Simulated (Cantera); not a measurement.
Feed: 1 mol TiO₂, 1.2 mol CH₄, 0.16 mol H₂, held at 3.80 bar.

Equilibrium computed with Cantera from the NASA thermochemical tables; the gas is ideal and each condensed phase is pure. Candidate condensed phases: C, C₆H₆, C₇H₈, C₈H₁₈, H₂O, Ti, TiC, TiO, TiO₂, Ti₂O₃, Ti₃O₅, Ti₄O₇; 113 gas species. Mutual solubility and eutectic melting of coexisting phases are not modelled. TiC, TiO: taken at fixed stoichiometry. Condensed phases not in the tables: Magnéli phases beyond Ti₄O₇, solid solutions among these carbides, nitrides and lower oxides. Rates play no part.

x: gas mole fraction; n: condensed amount in mol.

```json
[
 {"T (°C)": "825", "x H₂": "0.889", "x CO": "0.000879", "x CH₄": "0.110", "x H": "(withheld)", "n C(graphite)": "0.945", "n TiO₂(rutile)": "0.989", "n Ti₄O₇(s)": "0.00266", "n Ti₃O₅(s)": "0", "n TiC(s)": "0", "n Ti₂O₃(s)": "0", "n Ti₂O₃(l)": "0", "n TiO(l)": "0"},
 {"T (°C)": "975", "x H₂": "0.931", "x CO": "0.0305", "x CH₄": "0.0367", "x H": "(withheld)", "n C(graphite)": "1.03", "n TiO₂(rutile)": "0.672", "n Ti₄O₇(s)": "0.0820", "n Ti₃O₅(s)": "0", "n TiC(s)": "0", "n Ti₂O₃(s)": "0", "n Ti₂O₃(l)": "0", "n TiO(l)": "0"},
 {"T (°C)": "1125", "x H₂": "0.871", "x CO": "0.115", "x CH₄": "0.0126", "x H": "(withheld)", "n C(graphite)": "0.835", "n TiO₂(rutile)": "0", "n Ti₄O₇(s)": "0", "n Ti₃O₅(s)": "0.333", "n TiC(s)": "0", "n Ti₂O₃(s)": "0", "n Ti₂O₃(l)": "0", "n TiO(l)": "0"},
 {"T (°C)": "1275", "x H₂": "0.867", "x CO": "0.127", "x CH₄": "0.00586", "x H": "(withheld)", "n C(graphite)": "0.790", "n TiO₂(rutile)": "0", "n Ti₄O₇(s)": "0", "n Ti₃O₅(s)": "0.326", "n TiC(s)": "0.0229", "n Ti₂O₃(s)": "0", "n Ti₂O₃(l)": "0", "n TiO(l)": "0"},
 {"T (°C)": "1425", "x H₂": "0.734", "x CO": "0.264", "x CH₄": "0.00121", "x H": "(withheld)", "n C(graphite)": "0", "n TiO₂(rutile)": "0", "n Ti₄O₇(s)": "0", "n Ti₃O₅(s)": "0", "n TiC(s)": "0.279", "n Ti₂O₃(s)": "0.360", "n Ti₂O₃(l)": "0", "n TiO(l)": "0"},
 {"T (°C)": "1575", "x H₂": "0.735", "x CO": "0.264", "x CH₄": "0.000303", "x H": "(withheld)", "n C(graphite)": "0", "n TiO₂(rutile)": "0", "n Ti₄O₇(s)": "0", "n Ti₃O₅(s)": "0", "n TiC(s)": "0.281", "n Ti₂O₃(s)": "0.360", "n Ti₂O₃(l)": "0", "n TiO(l)": "0"},
 {"T (°C)": "1725", "x H₂": "0.734", "x CO": "0.264", "x CH₄": "9.45e-5", "x H": "(withheld)", "n C(graphite)": "0", "n TiO₂(rutile)": "0", "n Ti₄O₇(s)": "0", "n Ti₃O₅(s)": "0", "n TiC(s)": "0.281", "n Ti₂O₃(s)": "0.359", "n Ti₂O₃(l)": "0", "n TiO(l)": "0"},
 {"T (°C)": "1875", "x H₂": "0.733", "x CO": "0.264", "x CH₄": "3.56e-5", "x H": "(withheld)", "n C(graphite)": "0", "n TiO₂(rutile)": "0", "n Ti₄O₇(s)": "0", "n Ti₃O₅(s)": "0", "n TiC(s)": "0.281", "n Ti₂O₃(s)": "0", "n Ti₂O₃(l)": "0.359", "n TiO(l)": "0"},
 {"T (°C)": "2025", "x H₂": "0.695", "x CO": "0.300", "x CH₄": "1.68e-5", "x H": "(withheld)", "n C(graphite)": "0", "n TiO₂(rutile)": "0", "n Ti₄O₇(s)": "0", "n Ti₃O₅(s)": "0", "n TiC(s)": "0.101", "n Ti₂O₃(s)": "0", "n Ti₂O₃(l)": "0", "n TiO(l)": "0.898"},
 {"T (°C)": "2175", "x H₂": "0.692", "x CO": "0.299", "x CH₄": "9.70e-6", "x H": "(withheld)", "n C(graphite)": "0", "n TiO₂(rutile)": "0", "n Ti₄O₇(s)": "0", "n Ti₃O₅(s)": "0", "n TiC(s)": "0.101", "n Ti₂O₃(s)": "0", "n Ti₂O₃(l)": "0", "n TiO(l)": "0.899"}
]
```

Complete the blanks.


- 825, x H: 1.20e-8
- 975, x H: 2.31e-7
- 1125, x H: 2.26e-6
- 1275, x H: 1.47e-5
- 1425, x H: 6.36e-5
- 1575, x H: 0.000233
- 1725, x H: 0.000705
- 1875, x H: 0.00183
- 2025, x H: 0.00410
- 2175, x H: 0.00849
